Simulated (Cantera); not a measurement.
A closed system holds: 1 mol Pb, 0.29 mol O₂, 2.4 mol N₂, at 10.0 mbar.

These are equilibrium values from Cantera (NASA tables, ideal gas, pure condensed phases), not measurements of a reactor. Candidate condensed phases: Pb, PbO, PbO₂, Pb₃O₄; 12 gas species. Each liquid is taken as pure. Mutual solubility and eutectic melting of coexisting phases are not modelled. Gases not in the tables: (PbO)n polymers. Kinetics and transport are ignored.

Which condensed phases are stable at each of these points (T (K)): 675, 775, 875, 975, 1075, 1175, 1275, 1375, 1475?


```tsv
T (K)	condensed phases	Pb condensed (%)
675	Pb(l) + PbO(red)	100.0
775	Pb(l) + PbO(yellow)	100.0
875	Pb(l) + PbO(yellow)	100.0
975	Pb(l) + PbO(yellow)	99.8
1075	Pb(l) + PbO(yellow)	98.1
1175	Pb(l) + PbO(l)	88.0
1275	PbO(l)	49.6
1375	PbO(l)	6.4
1475	gas only	0.0
```

At 675 K the condensed part is Pb(l) + PbO(red). From 775 K to 1075 K the condensed part is Pb(l) + PbO(yellow). At 1175 K the condensed part is Pb(l) + PbO(l). From 1275 K to 1375 K the condensed part is PbO(l). At 1475 K nothing is condensed.
